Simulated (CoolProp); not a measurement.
Vapour-liquid equilibrium of C3F8 (R218) (1) + R134a (2) at 1.44 bar; x and y are mole fractions of (1).

Computed with CoolProp (multi-fluid Helmholtz-energy mixture model, Lemmon 2006 and Tillner-Roth 1994; pair parameters Bell 2016).

| x | bubble temperature (°C) | y at the bubble point | dew temperature at overall composition x (°C) | liquid density (mol/L) |
|---|---|---|---|---|
| 0.05 | -22.9 | ? | -19.1 | ? |
| 0.2 | -29.7 | 0.482 | -22.5 | 12.06 |
| 0.35 | -31.8 | 0.567 | -26.2 | 11.16 |
| 0.5 | -32.6 | 0.613 | ? | 10.37 |
| 0.65 | -32.8 | ? | -32.8 | 9.690 |
| 0.8 | -32.5 | 0.729 | -31.7 | ? |
| 0.95 | ? | 0.894 | ? | 8.577 |

Fill in the missing entries.


- 0.05, y at the bubble point: 0.218
- 0.05, liquid density (mol/L): 12.99
- 0.5, dew temperature at overall composition x (°C): -30.2
- 0.65, y at the bubble point: 0.657
- 0.8, liquid density (mol/L): 9.105
- 0.95, bubble temperature (°C): -30.4
- 0.95, dew temperature at overall composition x (°C): -29.5

y crosses x between x = 0.65 and 0.8: the model has an azeotrope there.

The pair parameters rest on a limited set of measurements; away from them the model extrapolates.
